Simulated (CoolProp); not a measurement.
n-octane along the isobar 13.6 MPa: fugacity coefficient from the reference equation and from simpler models built on Tc = 295.6 °C, pc = 2.484 MPa, ω = 0.398; each cubic takes its own stable root.

Model: reference Helmholtz-energy equation of state, Beckmüller 2019, in CoolProp.

```
T (°C)   phase  reference  van der Waals  Redlich-Kwong  Soave-Redlich-Kwong  Peng-Robinson
------  ------  ---------  -------------  -------------  -------------------  -------------
184.35  liquid    0.05221         0.1728        0.08910              0.05931        0.05325
191.05  liquid    0.05863         0.1807        0.09685              0.06668        0.05983
197.85  liquid    0.06563         0.1889         0.1050              0.07473        0.06703
204.55  liquid    0.07301         0.1970         0.1134              0.08323        0.07463
211.35  liquid    0.08100         0.2054         0.1222              0.09245        0.08287
218.05  liquid    0.08937         0.2137         0.1312               0.1021        0.09150
224.85  liquid    0.09835         0.2223         0.1406               0.1125         0.1008
231.55  liquid     0.1077         0.2307         0.1502               0.1233         0.1104
238.35  liquid     0.1176         0.2394         0.1601               0.1348         0.1208
```
